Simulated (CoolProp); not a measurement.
Acetone at several states: density (kg/m³) from the reference equation and from simpler models built on Tc = 235.0 °C, pc = 4692 kPa, ω = 0.307; each cubic takes its own stable root.

The numbers come from the reference Helmholtz-energy equation of state, Lemmon 2006 in CoolProp. It is a short technical equation, of lower accuracy than the large ones.

```json
[
 {"T (°C)": "89.15", "p (kPa)": "172", "phase": "gas", "reference": "3.515"},
 {"T (°C)": "-88.15", "p (kPa)": "5410", "phase": "liquid", "reference": "908.6"},
 {"T (°C)": "223.45", "p (kPa)": "1230", "phase": "gas", "reference": "19.66"}
]
```

Question: How far does each simpler model (van der Waals, Redlich-Kwong, Soave-Redlich-Kwong, Peng-Robinson) lie from the reference over these 3 states: mean and median of the absolute difference, and the worst?

Answer: 
- van der Waals: mean 18.8 %, median 3.4 %, worst -49.8 % at -88.15 °C and 5410 kPa
- Redlich-Kwong: mean 10.0 %, median 2.4 %, worst -25.5 % at -88.15 °C and 5410 kPa
- Soave-Redlich-Kwong: mean 9.5 %, median 2.0 %, worst -24.6 % at -88.15 °C and 5410 kPa
- Peng-Robinson: mean 6.0 %, median 1.8 %, worst -15.5 % at -88.15 °C and 5410 kPa
